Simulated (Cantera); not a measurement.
Thermodynamics of boron, boron nitride and boron oxide, feed B + O2 + N2

Charge: 1 mol B, 3.3 mol O2, 170 mol N2.

Equilibrium computed with Cantera from the NASA thermochemical tables; the gas is ideal and each condensed phase is pure. Candidate condensed phases: B, BN, B2O3; 17 gas species. Kinetics and transport are ignored.

Problem. Map the stable condensed phases over T = 1127, 1227, 1327, 1427, 1527, 1627, 1727, 1827, 1927 °C and P in Pa = 10, 32, 100, 320, 1000, 3200, 10000, 32000, 100000.

Solution. 
```
T in °C \ P in Pa
             10     32    100    320   1000   3200  10000  32000 100000
   1927       A      A      A      A      A      A      A      A      A
   1827       A      A      A      A      A      A      A      A      A
   1727       A      A      A      A      A      A      A      A      A
   1627       A      A      A      A      A      A      A      A      A
   1527       A      A      A      A      A      A      A      A      A
   1427       A      A      A      A      A      A      A      B      B
   1327       A      A      A      A      A      A      B      B      B
   1227       A      A      A      A      B      B      B      B      B
   1127       A      A      B      B      B      B      B      B      B
```
A: gas only; B: B2O3.
